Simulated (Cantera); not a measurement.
A closed system holds: 1 mol B₂O₃, 3.9 mol H₂, 8.6 mol N₂, equilibrated at 13.3 mbar.

Method: chemical equilibrium by Gibbs-energy minimisation in Cantera with the NASA 1993 tables (ideal gas, pure condensed phases). Candidate condensed phases: B, BN, B₂O₃, B₃O₃H₃, H₂O; 39 gas species. N₂ is the only nitrogen source here; it is nearly inert below about 1500 K, so the nitride shown seldom forms there in practice. Mutual solubility and eutectic melting of coexisting phases are not modelled. Kinetics and transport are ignored.

Question: Which condensed phases are stable at each of these points (T (°C)): 602, 677, 752, 827, 902, 977, 1052, 1127, 1202, 1277, 1352, 1427, 1502, 1577?

Answer: 
```csv
T (°C),condensed phases,B condensed (%)
602,BN(s) + B₂O₃(l),100.0
677,BN(s) + B₂O₃(l),100.0
752,BN(s) + B₂O₃(l),100.0
827,BN(s) + B₂O₃(l),100.0
902,BN(s) + B₂O₃(l),99.9
977,BN(s) + B₂O₃(l),99.8
1052,BN(s) + B₂O₃(l),99.4
1127,BN(s) + B₂O₃(l),98.4
1202,BN(s) + B₂O₃(l),95.7
1277,BN(s) + B₂O₃(l),87.6
1352,BN(s) + B₂O₃(l),62.3
1427,gas only,0.0
1502,gas only,0.0
1577,gas only,0.0
```

From 602 °C to 1352 °C the condensed part is BN(s) + B₂O₃(l). From 1427 °C to 1577 °C nothing is condensed.
